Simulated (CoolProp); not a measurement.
Model: reference Helmholtz-energy equation of state, Gao 2022, in CoolProp.

**Question.** For n-perfluorohexane, give the phase and the Z, speed of sound (m/s), isothermal compressibility (1/MPa) at 375.7 K and 5920 kPa; 430 K and 5920 kPa.

**Answer.** 
- 375.7 K and 5920 kPa: liquid; Z 0.433, speed of sound 367, isothermal compressibility 0.00605
- 430 K and 5920 kPa: liquid; Z 0.435, speed of sound 244, isothermal compressibility 0.0157
